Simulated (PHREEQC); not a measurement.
Make-up at 25 °C: 0.0058 mol KHCO3, 0.00048 mol NH3 and 0.00013 mol LiCl per kg of water. Closed to the air; pH follows from the charge balance.

Model: ion-association model, phreeqc.dat, run in PHREEQC.

Precipitation was switched off in this run.

### Question
Order these C species by the share of C that they hold, largest first: CO3-2, CO2, HCO3-.

### Answer
HCO3- (94 %), CO3-2 (5.5 %), CO2 (0.20 %)

The pH is 8.99 and the ionic strength 0.00657 mol/kgw.
